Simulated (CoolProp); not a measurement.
Cyclopropane along the isotherm 448.8 K: Z from the reference equation and from simpler models built on Tc = 398.7 K, pc = 5605 kPa, ω = 0.131; each cubic takes its own stable root.

Values from CoolProp's reference Helmholtz-energy equation of state, Polt 1992. This equation is an older, rougher fit; its heat capacities, sound speeds and derivatives of the liquid may be far off and weren't checked against measurements.

```json
[
 {"p (kPa)": "1400", "phase": "gas", "reference": "___", "van der Waals": "0.9421", "Soave-Redlich-Kwong": "0.9402"},
 {"p (kPa)": "2800", "phase": "gas", "reference": "0.8725", "van der Waals": "0.8780", "Soave-Redlich-Kwong": "0.8767"},
 {"p (kPa)": "4200", "phase": "gas", "reference": "0.8024", "van der Waals": "0.8055", "Soave-Redlich-Kwong": "0.8088"},
 {"p (kPa)": "5610", "phase": "supercritical", "reference": "___", "van der Waals": "0.7196", "Soave-Redlich-Kwong": "0.7352"},
 {"p (kPa)": "7010", "phase": "supercritical", "reference": "___", "van der Waals": "___", "Soave-Redlich-Kwong": "0.6573"},
 {"p (kPa)": "8410", "phase": "supercritical", "reference": "0.5494", "van der Waals": "0.5014", "Soave-Redlich-Kwong": "0.5802"},
 {"p (kPa)": "9810", "phase": "supercritical", "reference": "___", "van der Waals": "0.4650", "Soave-Redlich-Kwong": "0.5220"},
 {"p (kPa)": "11200", "phase": "supercritical", "reference": "0.4364", "van der Waals": "0.4757", "Soave-Redlich-Kwong": "0.4967"},
 {"p (kPa)": "12600", "phase": "supercritical", "reference": "0.4320", "van der Waals": "___", "Soave-Redlich-Kwong": "0.4947"},
 {"p (kPa)": "14000", "phase": "supercritical", "reference": "0.4424", "van der Waals": "0.5295", "Soave-Redlich-Kwong": "___"}
]
```

What belongs in the gaps?


- 1400, reference: 0.9380
- 5610, reference: 0.7253
- 7010, reference: 0.6406
- 7010, van der Waals: 0.6143
- 9810, reference: 0.4721
- 12600, van der Waals: 0.5001
- 14000, Soave-Redlich-Kwong: 0.5048
